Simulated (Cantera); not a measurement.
**Boron, boron nitride and boron oxide: borazine + O₂ + N₂ + H₂O**

Feed: 1 mol borazine, 0.059 mol O₂, 0.22 mol N₂, 0.00082 mol H₂O, equilibrated at 13300 Pa.

These are equilibrium values from Cantera (NASA tables, ideal gas, pure condensed phases), not measurements of a reactor. Candidate condensed phases: B, BN, B₂O₃, B₃O₃H₃, H₂O; 39 gas species. The feed counts by its element totals alone. Mutual solubility and eutectic melting of coexisting phases are not modelled. The tables' values for BH₂ are old estimates; treat these amounts as uncertain. Gases not in the tables: H₃BO₃. Equilibrium is a limit: real reactors are often held back by kinetics, nucleation or transport.

```csv
T (°C),x H₂,x N₂,x HBO,x HBO₂,x H,x B₂O₃,x BO,x B₂O₂,n BN(s),n B₂O₃(l)
1175,0.917,0.0789,0.000369,0.00165,2.42e-5,5.39e-5,2.74e-7,1.28e-6,2.93,0.0337
1225,0.916,0.0787,0.000815,0.00258,4.50e-5,0.000156,1.05e-6,5.43e-6,2.93,0.0309
1275,0.914,0.0786,0.00171,0.00391,8.06e-5,0.000421,3.67e-6,2.10e-5,2.93,0.0261
1325,0.910,0.0784,0.00341,0.00576,0.000139,0.00106,1.19e-5,7.42e-5,2.93,0.0180
1375,0.903,0.0782,0.00650,0.00825,0.000232,0.00252,3.56e-5,0.000242,2.93,0.00388
1425,0.899,0.0788,0.00963,0.00757,0.000375,0.00300,8.06e-5,0.000479,2.92,0
1475,0.896,0.0796,0.0129,0.00599,0.000592,0.00281,0.000161,0.000781,2.91,0
1525,0.893,0.0805,0.0164,0.00449,0.000911,0.00238,0.000300,0.00116,2.91,0
1575,0.890,0.0813,0.0199,0.00316,0.00137,0.00182,0.000518,0.00155,2.90,0
1625,0.887,0.0820,0.0228,0.00209,0.00202,0.00124,0.000833,0.00188,2.89,0
1675,0.884,0.0826,0.0250,0.00130,0.00291,0.000766,0.00126,0.00209,2.89,0
1725,0.881,0.0829,0.0264,0.000775,0.00412,0.000438,0.00180,0.00216,2.89,0
1775,0.879,0.0830,0.0271,0.000450,0.00575,0.000238,0.00246,0.00212,2.88,0
```
x: gas mole fraction; n: condensed amount in mol.

From 1175 °C to 1375 °C the condensed part is BN(s) + B₂O₃(l). From 1425 °C to 1775 °C the condensed part is BN(s). The share of B in condensed phases is highest at 1175 °C (99.8 %) and lowest at 1775 °C (96.1 %).
